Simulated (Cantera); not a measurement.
Input (Python, Cantera) and output of one run.

```python
import numpy as np
import cantera as ct

gas_names = [...]  # 95 gases of nasa_gas.yaml made of C, F, H
cond_names = """
    C(gr) C6H6(L) C7H8(L) C8H18(L),n-octa
""".split()


# ... load() reads the species with a 1 bar reference pressure and builds the phases ...
atoms = {
    'CF4': {'C': 1, 'F': 4},
    'CH4': {'C': 1, 'H': 4},
}
top_T = {'C(gr)': 4500}  # K; cautious upper limits of use, not melting points


# ... equilibrate(T, P, feed) seeds the gas with the atoms and calls Mixture.equilibrate('TP', solver="vcs", rtol=1e-11, max_steps=5000) ...
results = []
T = 1498  # K
P = 760  # Pa
for m in [0.17, 0.25, 0.37, 0.55, 0.82, 1.2, 1.8]:
    feed = {'CF4': 1, 'CH4': m}  # mol
    mix = equilibrate(T, P, feed)
    results.append((T, P, feed, dict(zip(mix.species_names, mix.species_moles))))

top = {s: max(r[3][s] / sum(r[3][g] for g in gas_names) for r in results) for s in gas_names}
cols = sorted((s for s in top if top[s] > 0.001), key=lambda s: -top[s])[:7]
seen = [c for c in cond_names if any(r[3].get(c, 0) > 1e-12 for r in results)]
print("log10 of partial pressures in bar; condensed amounts in mol")
print(f"{'n(CH4)':>10s}" + "".join(f"{s[:9]:>10s}" for s in cols + seen))
for T, P, feed, n in results:
    ng = sum(n[g] for g in gas_names)
    print(f"{feed['CH4']:10.4g}" + "".join(f"{np.log10(max(n[s] / ng * P / 1e5, 1e-99)):10.3f}" for s in cols)
          + "".join(f"{n.get(c, 0):10.4g}" for c in seen))
```

Result:

```
log10 of partial pressures in bar; condensed amounts in mol
    n(CH4)        HF       CF4        H2     C(gr)
      0.17    -2.466    -2.379   -10.967    0.3397
      0.25    -2.362    -2.487   -10.706    0.4997
      0.37    -2.273    -2.644   -10.450    0.7397
      0.55    -2.200    -2.890   -10.181       1.1
      0.82    -2.142    -3.404    -9.808      1.64
       1.2    -2.161   -16.771    -3.161       2.2
       1.8    -2.265   -18.185    -2.663       2.8
```

Method: chemical equilibrium by Gibbs-energy minimisation in Cantera with the NASA 1993 tables (ideal gas, pure condensed phases). Gases not in the tables: C2F6 and larger saturated fluorocarbons.
